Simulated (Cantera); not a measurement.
Low-pressure radical oxidation in H2/O2

An isothermal, constant-pressure homogeneous reactor starts with H₂ : O₂ : N₂ = 0.028 : 1 : 2 (molar parts), at 1075 K and 4.58 Torr.

Computed with Cantera and the H2/O2 subset of GRI-Mech 3.0, which has no nitrogen chemistry. Radical loss at walls, strong at low pressure, is not modelled.

```
t (s)         x H₂   x O₂     x HO₂      x OH       x O
--------  --------  -----  --------  --------  --------
3.00e-5    0.00925  0.330  2.74e-12    <1e-12    <1e-12
0.000147   0.00925  0.330  1.34e-11  1.65e-12  1.70e-12
0.000721   0.00925  0.330  6.59e-11  2.66e-11  3.09e-11
0.00353    0.00925  0.330  3.25e-10  3.49e-10  5.51e-10
0.0173     0.00925  0.330   3.21e-9   1.86e-7   3.27e-7
0.0849    0.000112  0.323   5.16e-7  0.000457   0.00609
0.416      5.67e-5  0.325   4.24e-7  0.000329   0.00358
2.04       1.07e-5  0.327   2.16e-7  0.000143  0.000662
10.0       6.87e-7  0.327   4.36e-8   3.66e-5   4.32e-5
```
x: mole fraction; the columns are a selection and need not sum to one.

Equilibrium at this temperature and pressure: H₂ 1.47e-10, O₂ 0.327, HO₂ 3.38e-10, OH 5.50e-7, O 9.67e-9 (gas phase only).
